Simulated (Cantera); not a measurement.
A freely propagating, adiabatic, planar premixed flame of CH4 : O2 : N2 = 1 : 1.82 : 6.84 (molar parts), unburnt at 325 K and 180000 Pa; mixture-averaged transport, grid criteria slope 0.08 and curve 0.16, no radiation.

Detailed kinetics in Cantera: GRI-Mech 3.0 (53 species, 325 reactions). Burning velocities carry a grid error of a few per cent, more on coarse grids.

### Question
What does this change do: inlet temperature 325 to 625 K?

### Answer
```csv
quantity,before,after
laminar burning velocity,35.5 cm/s,119 cm/s
thermal thickness,0.278 mm,0.200 mm
peak x(HO2),0.000156,0.000191
peak x(OH),0.00632,0.00950
peak x(CH3),0.00228,0.00352
```
